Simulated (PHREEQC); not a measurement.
Dissolve 0.036 mol HF, 0.091 mol (CH3)4NF and 0.046 mol (NH4)2SiF6 per kg of water at 63 °C. Closed to the air; pH follows from the charge balance.

Computed with PHREEQC (ion-association model, phreeqc.dat).

**Question.** The ionic strength comes out as 0.229 mol/kgw. What activity coefficients do F-, H+, SiF6-2, NH4+, HF2- get?

**Answer.** F- 0.68, H+ 0.78, SiF6-2 0.26, NH4+ 0.65, HF2- 0.72.

No solid was allowed to form. (CH3)4N+ isn't in the database: it is added as a free cation with an ion size of 4 Å. Constants without temperature data keep their 25 °C values here. SiF6-2 is the database's only silicon fluoride.
